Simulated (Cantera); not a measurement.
A Cantera script and what it prints.

```python
import numpy as np
import cantera as ct

gas_names = [...]  # 151 gases of nasa_gas.yaml made of C, H, N, O, Si
cond_names = """
    C(gr) C6H6(L) C7H8(L) C8H18(L),n-octa H2O(s) H2O(L) Si(cr) Si(L) SiC(b) SiO2(Lqz) SiO2(hqz) SiO2(L)
    Si2N2O(s) Si3N4(a)
""".split()


# ... load() reads the species with a 1 bar reference pressure and builds the phases ...
atoms = {
    'Si2H6': {'Si': 2, 'H': 6},
    'CO2': {'C': 1, 'O': 2},
    'N2': {'N': 2},
}
top_T = {'C(gr)': 4500, 'SiC(b)': 3050, 'Si2N2O(s)': 2100, 'Si3N4(a)': 2400}  # K; cautious upper limits of use, not melting points


# ... equilibrate(T, P, feed) seeds the gas with the atoms and calls Mixture.equilibrate('TP', solver="vcs", rtol=1e-11, max_steps=5000) ...
results = []
feed = {'Si2H6': 1, 'CO2': 12, 'N2': 64}  # mol
T = 525  # K
P = 13332.2  # Pa
mix = equilibrate(T, P, feed)
results.append((T, P, feed, dict(zip(mix.species_names, mix.species_moles))))
print(gas.report(threshold=0.0001))
for i in range(1, mix.n_phases):
    print(f"{mix.phase(i).name:16s} {mix.phase_moles(i):12.5e} mol")
```

Result:

```
       temperature   525 K
          pressure   13332 Pa
           density   0.089845 kg/m^3
  mean mol. weight   29.416 kg/kmol
   phase of matter   gas

                          1 kg             1 kmol
                     ---------------   ---------------
          enthalpy       -1.5867e+06       -4.6673e+07  J
   internal energy        -1.735e+06       -5.1038e+07  J
           entropy            7904.1        2.3251e+05  J/K
    Gibbs function       -5.7363e+06       -1.6874e+08  J
 heat capacity c_p            1078.3             31720  J/K
 heat capacity c_v            795.67             23406  J/K

                      mass frac. Y      mole frac. X     chem. pot. / RT
                     ---------------   ---------------   ---------------
               CH4        0.00052644        0.00096528           -49.089
                CO        9.6889e-05        0.00010175           -60.773
               CO2           0.17159           0.11469           -120.68
                H2        0.00018535         0.0027046           -24.114
               H2O          0.021459           0.03504           -84.024
                N2           0.80614           0.84649           -25.697
     [ +145 minor]        1.7851e-06        3.0832e-06

C(gr)             3.24777e+00 mol
H2O(L)            0.00000e+00 mol
Si(cr)            0.00000e+00 mol
SiC(b)            0.00000e+00 mol
SiO2(Lqz)         2.00000e+00 mol
Si2N2O(s)         0.00000e+00 mol
Si3N4(a)          0.00000e+00 mol
```

Method: chemical equilibrium by Gibbs-energy minimisation in Cantera with the NASA 1993 tables (ideal gas, pure condensed phases). The feed counts by its element totals alone.
